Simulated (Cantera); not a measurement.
An isothermal plug-flow reactor at 650 K and 500000 Pa (inlet), inlet velocity 0.32 m/s, active area per volume 100 1/m; feed H₂ : O₂ : N₂ = 0.0044 : 0.04 : 0.79 (molar parts), equivalence ratio 0.055.

Computed with Cantera and Deutschmann's 1995 Pt surface mechanism with GRI-Mech 3.0 gas chemistry. Catalytic surfaces can have several steady states; this one follows from the mechanism file's or the stated starting coverage. Mass transfer to the wall is taken as infinitely fast.

What does this change do: N2 0.79 to 2.1 parts?


| quantity | before | after |
|---|---|---|
| x(H₂) at z = 0.0054 m | 0.000468 | 0.000181 |
| x(O₂) at z = 0.0054 m | 0.0456 | 0.0177 |
| x(H₂O) at z = 0.0054 m | 0.00482 | 0.00187 |
| θ(free Pt) at the exit | 0.0178 | 0.0180 |
| θ(O*) at the exit | 0.976 | 0.978 |
| θ(OH*) at the exit | 0.00587 | 0.00368 |
